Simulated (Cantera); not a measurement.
**Adiabatic ignition**

An adiabatic, constant-volume homogeneous reactor starts with 19.5 % CH4, 16.9 % O2, 63.6 % N2, equivalence ratio 2.3, at 1350 K and 0.640 bar.

Detailed kinetics in Cantera: GRI-Mech 3.0 (53 species, 325 reactions).

```json
[
 {"t (s)": "6.00e-6", "T (K)": "1350", "P (bar)": "0.640", "x CH4": "0.195", "x O2": "0.169", "x O": "1.41e-10", "x HO2": "7.07e-8", "x H2O2": "5.95e-10"},
 {"t (s)": "1.70e-5", "T (K)": "1350", "P (bar)": "0.640", "x CH4": "0.195", "x O2": "0.169", "x O": "1.80e-10", "x HO2": "1.97e-7", "x H2O2": "4.31e-9"},
 {"t (s)": "4.82e-5", "T (K)": "1350", "P (bar)": "0.640", "x CH4": "0.195", "x O2": "0.169", "x O": "3.05e-10", "x HO2": "5.31e-7", "x H2O2": "2.65e-8"},
 {"t (s)": "0.000136", "T (K)": "1350", "P (bar)": "0.640", "x CH4": "0.195", "x O2": "0.169", "x O": "7.89e-10", "x HO2": "1.30e-6", "x H2O2": "1.13e-7"},
 {"t (s)": "0.000387", "T (K)": "1350", "P (bar)": "0.640", "x CH4": "0.195", "x O2": "0.169", "x O": "3.11e-9", "x HO2": "2.26e-6", "x H2O2": "2.55e-7"},
 {"t (s)": "0.00110", "T (K)": "1350", "P (bar)": "0.640", "x CH4": "0.194", "x O2": "0.169", "x O": "1.01e-8", "x HO2": "2.12e-6", "x H2O2": "2.47e-7"},
 {"t (s)": "0.00310", "T (K)": "1352", "P (bar)": "0.641", "x CH4": "0.194", "x O2": "0.169", "x O": "1.84e-8", "x HO2": "4.12e-6", "x H2O2": "5.02e-7"},
 {"t (s)": "0.00879", "T (K)": "1374", "P (bar)": "0.652", "x CH4": "0.189", "x O2": "0.166", "x O": "7.87e-8", "x HO2": "1.78e-5", "x H2O2": "2.58e-6"},
 {"t (s)": "0.0249", "T (K)": "2498", "P (bar)": "1.45", "x CH4": "8.64e-11", "x O2": "6.08e-6", "x O": "2.95e-5", "x HO2": "6.28e-9", "x H2O2": "2.17e-9"},
 {"t (s)": "0.0706", "T (K)": "2498", "P (bar)": "1.45", "x CH4": "8.57e-11", "x O2": "6.09e-6", "x O": "2.95e-5", "x HO2": "6.30e-9", "x H2O2": "2.18e-9"},
 {"t (s)": "0.200", "T (K)": "2498", "P (bar)": "1.45", "x CH4": "8.57e-11", "x O2": "6.09e-6", "x O": "2.95e-5", "x HO2": "6.30e-9", "x H2O2": "2.18e-9"}
]
```
x: mole fraction; the columns are a selection and need not sum to one.

| Item | Result |
|---|---|
| time of steepest temperature rise | 12.8 ms |
| temperature at 0.200 s | 2498 K |
| equilibrium temperature | 2498 K |
| x(CH4) at 0.200 s | 8.57e-11 (gas-phase equilibrium 9.63e-11) |
| x(O2) at 0.200 s | 6.09e-6 (gas-phase equilibrium 6.09e-6) |
| x(O) at 0.200 s | 2.95e-5 (gas-phase equilibrium 2.95e-5) |
